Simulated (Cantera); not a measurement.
A perfectly stirred reactor is fed with H2 : O2 = 0.036 : 1 (molar parts), equivalence ratio 0.018, at 6.53 Torr; it is held at 1273 K, and followed from long to short residence time.

Cantera simulation using the H2/O2 subset of GRI-Mech 3.0, which has no nitrogen chemistry; the numbers are that mechanism's predictions, not measurements. Radical loss at walls, strong at low pressure, is not modelled. The temperature is held fixed by assumption; the heat of reaction is taken as removed at once.

Q: What does this change do: pressure from 6.53 Torr to 2.18 Torr?

A: 
```json
[
 {"quantity": "x(H2) at τ = 0.620 s", "before": "0.000208", "after": "0.000429"},
 {"quantity": "x(O2) at τ = 0.620 s", "before": "0.955", "after": "0.943"},
 {"quantity": "x(H2O2) at τ = 0.620 s", "before": "3.16e-8", "after": "1.24e-8"},
 {"quantity": "x(O) at τ = 0.620 s", "before": "0.00815", "after": "0.0194"},
 {"quantity": "x(HO2) at τ = 0.620 s", "before": "8.92e-7", "after": "4.15e-7"},
 {"quantity": "x(H2) at τ = 62.0 ms", "before": "0.000659", "after": "0.00120"},
 {"quantity": "x(O2) at τ = 62.0 ms", "before": "0.943", "after": "0.937"},
 {"quantity": "x(H2O2) at τ = 62.0 ms", "before": "3.96e-8", "after": "1.55e-8"},
 {"quantity": "x(O) at τ = 62.0 ms", "before": "0.0194", "after": "0.0242"},
 {"quantity": "x(HO2) at τ = 62.0 ms", "before": "1.28e-6", "after": "4.77e-7"}
]
```
